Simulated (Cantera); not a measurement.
A Cantera script and its output.

```python
import numpy as np
import cantera as ct

surf = ct.Interface("diamond.yaml", "diamond_100")
gas, bulk = surf.adjacent["gas"], surf.adjacent["diamond"]
k = surf.kinetics_species_index(bulk.species_names[0])
cover = ["c6HH", "c6H*", "c6*H", "c6**", "c6HM", "c6B"]

rows, drift = [], 0.0
print(f"{'P':>10s}{'um/h':>11s}" + "".join(f"{s:>11s}" for s in cover))
for v in [780, 1200, 1700, 2600, 3800, 5600, 8300, 12000]:
    T, P, xH, xCH3 = 1048, v, 0.037, 2e-05
    gas.TPX = T, P, {"H": xH, "CH3": xCH3, "CH4": 0.0025, "H2": 1 - xH - xCH3 - 0.0025}
    surf.TP = bulk.TP = T, P
    surf.coverages = "c6H*:0.1, c6HH:0.9"
    surf.advance_coverages(100.0)
    before = surf.coverages
    surf.advance_coverages(100.0)
    drift = max(drift, np.max(np.abs(surf.coverages - before) / (surf.coverages + 1e-9)))
    rate = surf.net_production_rates[k] * bulk.mean_molecular_weight / bulk.density * 3.6e9
    rows.append([rate, *surf[cover].coverages])
    print(f"{v:10.4g}{rate:11.4e}" + "".join(f"{x:11.3e}" for x in rows[-1][1:]))
```

It prints:

```
         P       um/h       c6HH       c6H*       c6*H       c6**       c6HM        c6B
       780 9.2895e-02  5.538e-01  2.282e-02  4.094e-01  1.358e-02  2.213e-04  2.521e-10
      1200 1.4760e-01  5.538e-01  2.285e-02  4.094e-01  1.359e-02  2.288e-04  4.005e-10
      1700 2.1295e-01  5.538e-01  2.289e-02  4.094e-01  1.360e-02  2.331e-04  5.779e-10
      2600 3.3083e-01  5.538e-01  2.296e-02  4.093e-01  1.361e-02  2.369e-04  8.977e-10
      3800 4.8826e-01  5.538e-01  2.305e-02  4.092e-01  1.362e-02  2.393e-04  1.325e-09
      5600 7.2483e-01  5.538e-01  2.320e-02  4.090e-01  1.365e-02  2.410e-04  1.967e-09
      8300 1.0805e+00  5.538e-01  2.341e-02  4.088e-01  1.368e-02  2.424e-04  2.932e-09
   1.2e+04 1.5696e+00  5.537e-01  2.370e-02  4.085e-01  1.373e-02  2.435e-04  4.259e-09
```

Computed with Cantera and the Harris–Goodwin 1993 mechanism for the reconstructed diamond (100) surface.
